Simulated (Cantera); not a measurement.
## Ignition delay

Mixture: 8.80 % CH4, 16.0 % O2, 60.2 % N2, 15.0 % H2O, at 4.93 atm, adiabatic and at constant pressure. Ignition delay is the time to a rise of 400 K.

Computed with Cantera and GRI-Mech 3.0 (53 species, 325 reactions).

```
T0 (K)  delay (ms)
------  ----------
1200          12.1
1250          6.80
1300          3.91
1350          2.29
1400          1.35
1450         0.807
1500         0.485
1550         0.295
1600         0.182
1650         0.114
```

* **apparent activation energy between 1550 and 1650 K**: 200 kJ/mol
